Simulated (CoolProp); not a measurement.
Properties of o-xylene at several states (Tc = 630.3 K, pc = 3.737 MPa, ω = 0.312).

The numbers come from the reference Helmholtz-energy equation of state, Zhou 2012 in CoolProp.

```
T (K)  p (MPa)   phase  speed of sound (m/s)  expansivity (1/kK)
-----  -------  ------  --------------------  ------------------
592.9    0.061     gas                 217.9               1.729
326.3     5.12  liquid                  1265              0.9741
271.6   0.0219  liquid                  1449              0.9320
490.7   0.0431     gas                 198.3               2.118
411.4     1.44  liquid                 926.9               1.219
545.7     15.7  liquid                 667.0               1.457
```
